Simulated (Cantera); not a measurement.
Input: 1 mol SiO2, 0.29 mol Al2O3, 0.27 mol H2, held at 101000 Pa.

These are equilibrium values from Cantera (NASA tables, ideal gas, pure condensed phases), not measurements of a reactor. Candidate condensed phases: Al, Al2O3, Al2SiO5, Al6Si2O13, H2O, Si, SiO2; 28 gas species. Mutual solubility and eutectic melting of coexisting phases are not modelled. The tables hold silica as quartz up to 1696 K and as liquid above; real silica turns to tridymite and cristobalite and melts near 1996 K. Condensed phases not in the tables: alloys, solid solutions and most ternary compounds. Kinetics and transport are ignored.

log p: log10 of the partial pressure in bar; n: condensed amount in mol.

```
T (K)  log p H2  log p H2O  log p SiO  log p H  n Al6Si2O13(mullite)  n SiO2(β-quartz)  n SiO2(condensed)
-----  --------  ---------  ---------  -------  --------------------  ----------------  -----------------
1298       0.01      -5.84      -5.86    -5.97                0.0967             0.807                  0
1348       0.01        [?]        [?]      [?]                0.0967             0.807                  0
1398       0.01      -5.07      -5.07    -5.32                0.0967             0.807                  0
1448       0.01      -4.72      -4.72    -5.03                0.0967             0.807                  0
1498       0.01      -4.39      -4.39    -4.76                0.0967             0.807                  0
1548       0.01      -4.09      -4.09    -4.51                0.0967             0.807                  0
1598       0.01      -3.80      -3.80    -4.27                0.0967             0.807                  0
1648       0.01      -3.54      -3.54    -4.05                0.0967             0.807                  0
1698       0.01      -3.29      -3.29    -3.84                0.0967                 0              0.807
1748       0.00        [?]        [?]      [?]                0.0967                 0              0.806
1798       0.00      -2.84      -2.84    -3.45                0.0967                 0              0.806
```

**Question.** Fill in the missing entries.

**Answer.** 
- 1348, log p H2O: -5.44
- 1348, log p SiO: -5.45
- 1348, log p H: -5.63
- 1748, log p H2O: -3.05
- 1748, log p SiO: -3.05
- 1748, log p H: -3.64
